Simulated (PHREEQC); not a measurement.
Solution (25 °C): 0.00069 mol H2S, 0.0025 mol NaCl and 3.2e-05 mol NiCl2 per kg of water. Closed to the air; pH follows from the charge balance.

The numbers come from PHREEQC with the ion-association model, wateq4f.dat.

Each row changes one thing in this solution. No solid was allowed to form.

| case | pH | SI of Halite (NaCl) |
|---|---|---|
| as made | 5.05 | -6.82 |
| NiCl2 left out | 5.05 | -6.83 |
| H2S from 0.00069 to 0.000621 mol/kgw | 5.08 | -6.82 |
| NaCl from 0.0025 to 0.0005 mol/kgw | 5.05 | -8.16 |
| H2S left out | 6.93 | -6.82 |
| NiCl2 replaced by FeCl2 at the same molality | 4.99 | -6.82 |

Species that the database lacks are ignored. Some of these states are supersaturated (in Millerite, for instance). The polysulfide entries of wateq4f.dat were taken out for this run.
